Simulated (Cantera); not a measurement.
A Cantera script and what it prints.

```python
import numpy as np
import cantera as ct

gas_names = """
    B BCL BCL2 BCL3 BN BO BOCL BO2 B2 B2O B2O2 B2O3 B3O3CL3 CL CLO CL2 N NO NO2 NO3 N2 N2O O O2 O3
""".split()
cond_names = """
    B(b) B(L) BN(s) B2O3(L)
""".split()


# ... load() reads the species with a 1 bar reference pressure and builds the phases ...
atoms = {
    'BCl3': {'B': 1, 'CL': 3},
    'O2': {'O': 2},
    'N2': {'N': 2},
}
top_T = {'BN(s)': 3200}  # K; cautious upper limits of use, not melting points


# ... equilibrate(T, P, feed) seeds the gas with the atoms and calls Mixture.equilibrate('TP', solver="vcs", rtol=1e-11, max_steps=5000) ...
results = []
T = 1348.15  # K
P = 590  # Pa
for m in [3.4, 9.2, 15, 21, 27, 32, 38, 44]:
    feed = {'BCl3': 1, 'O2': 0.77, 'N2': m}  # mol
    mix = equilibrate(T, P, feed)
    results.append((T, P, feed, dict(zip(mix.species_names, mix.species_moles))))

top = {s: max(r[3][s] / sum(r[3][g] for g in gas_names) for r in results) for s in gas_names}
cols = sorted((s for s in top if top[s] > 1e-06), key=lambda s: -top[s])[:6]
seen = [c for c in cond_names if any(r[3].get(c, 0) > 1e-12 for r in results)]
print("log10 of partial pressures in bar; condensed amounts in mol")
print(f"{'n(N2)':>10s}" + "".join(f"{s[:9]:>10s}" for s in cols + seen))
for T, P, feed, n in results:
    ng = sum(n[g] for g in gas_names)
    print(f"{feed['N2']:10.4g}" + "".join(f"{np.log10(max(n[s] / ng * P / 1e5, 1e-99)):10.3f}" for s in cols)
          + "".join(f"{n.get(c, 0):10.4g}" for c in seen))
```

It prints:

```
log10 of partial pressures in bar; condensed amounts in mol
     n(N2)        N2       CL2        CL        O2      BOCL      BCL3   B2O3(L)
       3.4    -2.416    -2.871    -3.162    -4.621    -5.433    -6.159    0.4972
       9.2    -2.313    -3.246    -3.349    -4.941    -5.541    -6.480    0.4954
        15    -2.284    -3.464    -3.458    -5.119    -5.605    -6.674    0.4938
        21    -2.270    -3.625    -3.539    -5.246    -5.654    -6.821    0.4924
        27    -2.262    -3.751    -3.602    -5.342    -5.693    -6.938    0.4911
        32    -2.258    -3.839    -3.646    -5.408    -5.721    -7.021      0.49
        38    -2.254    -3.931    -3.692    -5.475    -5.750    -7.108    0.4888
        44    -2.251    -4.011    -3.732    -5.532    -5.775    -7.185    0.4876
```

Method: chemical equilibrium by Gibbs-energy minimisation in Cantera with the NASA 1993 tables (ideal gas, pure condensed phases). The tables' values for BOCl are old estimates; treat these amounts as uncertain.
